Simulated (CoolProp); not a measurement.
The fluid at 504.73 K and 2.63 MPa flows at 0.15 m/s in a round tube of 4.6 mm bore and 15 µm roughness, fully developed (64/Re and Nu = 3.66 if laminar; Colebrook and Gnielinski if turbulent). The same conditions are run with several fluids, on thermodynamics alone (safety and materials aside).

Model: reference Helmholtz-energy equation of state of each fluid (oxygen: Schmidt 1985; ethane: Bücker 2006; propylene: Lemmon 2013; nitrogen: Span 2000), in CoolProp.

| fluid | Reynolds number | Darcy friction factor | pressure drop (Pa/m) | heat-transfer coefficient (W/(m² K)) | mass flow (kg/h) |
|---|---|---|---|---|---|
| oxygen | 443 | 0.145 | 7.05 | 33.5 | 0.179 |
| ethane | 869 | 0.0737 | 3.50 | 44.2 | 0.174 |
| propylene | 1280 | 0.0499 | 3.45 | 37.9 | 0.254 |
| nitrogen | 454 | 0.141 | 5.99 | 31.7 | 0.156 |

Above 300 K oxygen's equation is extrapolated.

Transport values come from each fluid's own correlations; those of propylene are estimates that may be off by 10 % or more.
